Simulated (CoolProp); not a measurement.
Vapour-liquid equilibrium of R134a (1) + n-butane (2) at 322.5 K; x and y are mole fractions of (1).

Model: multi-fluid Helmholtz-energy mixture model, Tillner-Roth 1994 and Bücker 2006; pair parameters Bell 2016, in CoolProp.

Question: Give the bubble pressure and the first vapour's composition at x = 0.2, 0.5, 0.95. Is there an azeotrope?

Answer: x = 0.2: 1.019 MPa, y = 0.540; x = 0.5: 1.271 MPa, y = 0.680; x = 0.95: 1.332 MPa, y = 0.935. y crosses x between x = 0.8 and 0.95: the model has an azeotrope there.

Pair parameters are fitted to limited data, so mixtures are less certain than the pure fluids. With so large a gap from Raoult's law the liquid may split in two, which this calculation doesn't test in full.
